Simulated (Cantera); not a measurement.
A closed system holds: 1 mol trisilylamine, 0.16 mol NH₃, at 1900 K and 0.950 bar.

These are equilibrium values from Cantera (NASA tables, ideal gas, pure condensed phases), not measurements of a reactor. Candidate condensed phases: Si, Si₃N₄; 18 gas species. The feed counts by its element totals alone. Mutual solubility and eutectic melting of coexisting phases are not modelled. Gases not in the tables: Si₂H₆ and higher silanes. Kinetics and transport are ignored.

Base state: H₂ 0.956, N₂ 0.0434, H 0.000796, SiH₂ 5.57e-5, Si 1.33e-5, SiH 1.10e-5 (mole fractions); condensed: Si(l) + Si₃N₄(s).

Q: What changes in the equilibrium state with this change: temperature from 1900 K to 1273.15 K?

A: 
```
species          before    after
-------------  --------  -------
H₂                0.956    1.000
H              0.000796  7.33e-7
N₂               0.0434  2.54e-7
SiH₂            5.57e-5  4.77e-8
Si              1.33e-5    <1e-9
SiH             1.10e-5    <1e-9
Si(l), mol         2.45        0
Si₃N₄(s), mol     0.183    0.290
Si(s), mol            0     2.13
```
